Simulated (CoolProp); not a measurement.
Vapour-liquid equilibrium of R22 (1) + R152A (2) at 258 K; x and y are mole fractions of (1).

The numbers come from the multi-fluid Helmholtz-energy mixture model, Kamei 1995 and Outcalt 1996; pair parameters Bell 2016 in CoolProp.

```
x     bubble pressure, mixture model (kPa)  bubble pressure, Raoult's law (kPa)  y, mixture model  y, Raoult's law
----  ------------------------------------  -----------------------------------  ----------------  ---------------
0.05                                 153.2                                155.1             0.082            0.095
0.15                                 164.5                                169.8             0.232            0.260
0.25                                 176.4                                184.5             0.368            0.399
0.35                                 189.2                                199.1             0.490            0.518
0.45                                 202.9                                213.8             0.601            0.620
0.55                                 217.7                                228.5             0.699            0.709
0.65                                 233.5                                243.2             0.785            0.787
0.75                                 250.1                                257.9             0.860            0.857
0.85                                 267.6                                272.5             0.924            0.919
0.95                                 285.5                                287.2             0.977            0.974
```

The largest gap from Raoult's law is -5.1 % in bubble pressure, at x = 0.45. No azeotrope shows between x = 0.05 and 0.95.

Pair parameters are fitted to limited data, so mixtures are less certain than the pure fluids.
